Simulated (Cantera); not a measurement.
Charge: 1 mol TiO₂, 1.9 mol C, 1.7 mol CO, held at 0.133 bar.

Cantera equilibrium calculation (NASA polynomials, part measured and part estimated; ideal gas, pure solids and liquids). Candidate condensed phases: C, Ti, TiC, TiO, TiO₂, Ti₂O₃, Ti₃O₅, Ti₄O₇; 15 gas species. Mutual solubility and eutectic melting of coexisting phases are not modelled. TiC, TiO: taken at fixed stoichiometry. Condensed phases not in the tables: solid solutions among these carbides, nitrides and lower oxides. The numbers say what is thermodynamically allowed, not how fast it happens. All values below are at 2125 K.

Base state: CO 1.000, CO₂ 9.41e-5, TiO 3.30e-5 (mole fractions); condensed: TiC(s) + TiO(l).

Problem. What changes in the equilibrium state with this change: pressure from 0.133 bar to 37.0 Pa?

Solution. 
| species | before | after |
|---|---|---|
| CO | 1.000 | 0.969 |
| Ti | 2.69e-6 | 0.0187 |
| TiO | 3.30e-5 | 0.0119 |
| CO₂ | 9.41e-5 | 4.73e-6 |
| TiO₂ | 7.88e-7 | 1.47e-5 |
| TiC(s), mol | 0.450 | 0.419 |
| TiO(l), mol | 0.550 | 0.480 |
